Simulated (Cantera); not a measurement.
Catalytic stagnation flow on Pt

A jet of 3.98 % CH4, 19.4 % O2, 76.6 % N2, equivalence ratio 0.41 at 300 K and 20000 Pa hits a platinum plate 7 cm away at a mass flux of 0.036 kg/m²/s; the plate temperature is set and raised in steps from an oxygen-covered start.

Model: Deutschmann's 1995 Pt surface mechanism with GRI-Mech 3.0 gas chemistry, integrated in Cantera. Catalytic surfaces can have several steady states; this one follows from the mechanism file's or the stated starting coverage.

```csv
plate T (K),wall x CH4,wall x O2,wall x H2O,wall x OH,wall x CO,wall x CO2,θ free Pt,θ O*,θ OH*
850,0.0301,0.173,0.0182,<1e-8,6.88e-6,0.0119,0.0954,0.903,0.00148
900,0.0215,0.155,0.0343,3.17e-8,7.04e-6,0.0224,0.148,0.850,0.00195
950,0.0141,0.139,0.0478,9.38e-8,6.39e-6,0.0314,0.208,0.790,0.00215
1000,0.00932,0.129,0.0566,2.51e-7,5.67e-6,0.0373,0.272,0.726,0.00213
1050,0.00642,0.123,0.0618,5.99e-7,5.15e-6,0.0407,0.337,0.661,0.00200
```
x: mole fraction at the wall; θ: surface coverage.
